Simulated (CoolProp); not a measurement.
Vapour-liquid equilibrium of acetone (1) + benzene (2) at 0.0257 MPa; x and y are mole fractions of (1).

Computed with CoolProp (multi-fluid Helmholtz-energy mixture model, Lemmon 2006 and Thol 2012; pair parameters Bell 2016).

```
x     bubble temperature, mixture model (K)  bubble temperature, Raoult's law (K)  y, mixture model  y, Raoult's law
----  -------------------------------------  ------------------------------------  ----------------  ---------------
0.05                                  311.7                                 312.9             0.150            0.109
0.15                                  307.5                                 310.0             0.353            0.292
0.25                                  304.5                                 307.4             0.487            0.440
0.35                                    [?]                                 305.1             0.586            0.561
0.45                                  300.5                                 303.0             0.664            0.661
0.55                                  299.0                                 301.1             0.732            0.746
0.65                                  297.7                                 299.3               [?]            0.817
0.75                                  296.5                                 297.7             0.852            0.879
0.85                                  295.5                                 296.2               [?]            0.932
0.95                                  294.5                                 294.7             0.969            0.979
```

Some entries are withheld; supply them.


- 0.35, bubble temperature, mixture model (K): 302.3
- 0.65, y, mixture model: 0.794
- 0.85, y, mixture model: 0.910

The largest gap from Raoult's law is -2.9 K in bubble temperature, at x = 0.25. No azeotrope shows between x = 0.05 and 0.95.

Pair parameters are fitted to limited data, so mixtures are less certain than the pure fluids.
